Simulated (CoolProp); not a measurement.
Aqueous ammonia as a coolant, 12 % by mass, freezing at -17.1 °C, 1 atm.

Values from CoolProp's Melinder's fits for secondary coolants.

```json
[
 {"T (°C)": "-11.8", "density (kg/m³)": "957.9", "cp (kJ/(kg K))": "4.241", "conductivity (W/(m K))": "0.464", "viscosity (mPa s)": "[?]"},
 {"T (°C)": "-3.3", "density (kg/m³)": "[?]", "cp (kJ/(kg K))": "4.226", "conductivity (W/(m K))": "0.480", "viscosity (mPa s)": "2.28"},
 {"T (°C)": "5.2", "density (kg/m³)": "954.7", "cp (kJ/(kg K))": "4.213", "conductivity (W/(m K))": "0.494", "viscosity (mPa s)": "1.74"},
 {"T (°C)": "13.7", "density (kg/m³)": "952.3", "cp (kJ/(kg K))": "4.203", "conductivity (W/(m K))": "0.508", "viscosity (mPa s)": "[?]"},
 {"T (°C)": "22.2", "density (kg/m³)": "949.4", "cp (kJ/(kg K))": "4.196", "conductivity (W/(m K))": "0.523", "viscosity (mPa s)": "1.10"}
]
```

Task: Complete the blanks.

Result: 
- -11.8, viscosity (mPa s): 3.15
- -3.3, density (kg/m³): 956.6
- 13.7, viscosity (mPa s): 1.37
